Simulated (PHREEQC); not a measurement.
Solution (45 °C): 0.003 mol/kgw KHF2 and 0.1 mol/kgw HBF4. Closed to the air; pH follows from the charge balance.

Equilibrium calculation in PHREEQC: ion-association model, phreeqc.dat.

This is a speciation only: nothing precipitates in the calculation.

Problem. Estimate the pH, ionic strength.

Solution. pH 1.11; ionic strength 0.0969 mol/kgw.

Problem. In which forms is B present?

Solution. BF4- 94 %, H3BO3 3.2 %, BF3OH- 2.3 % of the B.

Away from 25 °C the constants follow the database's enthalpies or fits; those with neither stay at their 25 °C values. Real BF4- forms and hydrolyses slowly; the run takes it at equilibrium.
